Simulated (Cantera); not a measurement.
A closed system holds: 1 mol C₆H₆, 3.3 mol H₂O, 0.93 mol N₂, 91 mol H₂, at 0.133 bar.

Cantera equilibrium calculation (NASA polynomials, part measured and part estimated; ideal gas, pure solids and liquids). Candidate condensed phases: C, C₆H₆, C₇H₈, C₈H₁₈, H₂O; 169 gas species. Ions and electrons are included (thermal ionisation). Equilibrium is a limit: real reactors are often held back by kinetics, nucleation or transport. All values below are at 3500 K.

Base state: H 0.750, H₂ 0.215, CO 0.0201, N₂ 0.00389, C 0.00360, HCN 0.00195, C₂H 0.00132, C₂H₂ (acetylene) 0.00121 (mole fractions); condensed: gas only.

Q: What changes in the equilibrium state with this change: H₂O from 3.3 to 2 mol?

A: 
```csv
species,before,after
H,0.750,0.752
H₂,0.215,0.216
CO,0.0201,0.0124
C₃,0.000927,0.00186
C₂H₂ (acetylene),0.00121,0.00193
C₂H₂ (vinylidene),1.01e-5,1.62e-5
```
